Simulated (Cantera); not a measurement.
Charge: 1 mol SiH₂Cl₂, 430 mol H₂, at 0.980 bar.

These are equilibrium values from Cantera (NASA tables, ideal gas, pure condensed phases), not measurements of a reactor. Candidate condensed phases: Si; 19 gas species. Gases not in the tables: Si₂H₆ and higher silanes. Rates play no part.

Task: Which condensed phases are stable at each of these points (T (K)): 1723, 1823, 1923, 2023, 2123, 2223, 2323, 2423, 2523?

Result: 
```csv
T (K),condensed phases,Si condensed (%)
1723,Si(l),96.0
1823,Si(l),95.3
1923,Si(l),93.2
2023,Si(l),88.2
2123,Si(l),77.1
2223,Si(l),53.3
2323,Si(l),4.0
2423,gas only,0.0
2523,gas only,0.0
```

From 1723 K to 2323 K the condensed part is Si(l). From 2423 K to 2523 K nothing is condensed.
